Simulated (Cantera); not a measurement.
Feed: 1 mol SiH4, a varied amount of H2, at 2175 K and 0.0810 bar.

Cantera equilibrium calculation (NASA polynomials, part measured and part estimated; ideal gas, pure solids and liquids). Candidate condensed phases: Si; 9 gas species. Gases not in the tables: Si2H6 and higher silanes. Kinetics and transport are ignored.

x: gas mole fraction; n: condensed amount in mol.

```
n(H2) (mol)   x H2     x H     x Si     x SiH    x SiH2  n Si(l)
-----------  -----  ------  -------  --------  --------  -------
73           0.979  0.0170  0.00356  0.000466  0.000259    0.664
130          0.979  0.0170  0.00356  0.000466  0.000259    0.408
190          0.979  0.0170  0.00356  0.000466  0.000259    0.139
250          0.979  0.0170  0.00317  0.000415  0.000231        0
310          0.980  0.0170  0.00258  0.000337  0.000188        0
370          0.980  0.0170        …         …         …        0
430          0.981  0.0170        …         …         …        0
490          0.981  0.0170  0.00165  0.000216  0.000120        0
550          0.981  0.0170  0.00147  0.000193  0.000107        0
610          0.981  0.0170  0.00133  0.000174   9.70e-5        0
670          0.982  0.0170  0.00121  0.000159   8.85e-5        0
730          0.982  0.0170  0.00111  0.000146   8.13e-5        0
```

Question: Fill in the missing entries.

Answer: 
- 370, x Si: 0.00217
- 370, x SiH: 0.000284
- 370, x SiH2: 0.000158
- 430, x Si: 0.00187
- 430, x SiH: 0.000245
- 430, x SiH2: 0.000137
